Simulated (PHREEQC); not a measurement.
Make-up at 20 °C: 0.79 mol/kgw MnSO4 and 0.064 mol/kgw H2SO4. Closed to the air; pH follows from the charge balance.

All values are PHREEQC results (Pitzer model, pitzer.dat), not measurements.

Precipitation was switched off in this run.

Q: What pH does the model give?

A: pH 1.86.

Q: In which forms is S present?

A: SO4-2 88 %, HSO4- 12 % of the S.

Species that the database lacks are ignored. In brines, pH and single-ion activities rest on the MacInnes convention.
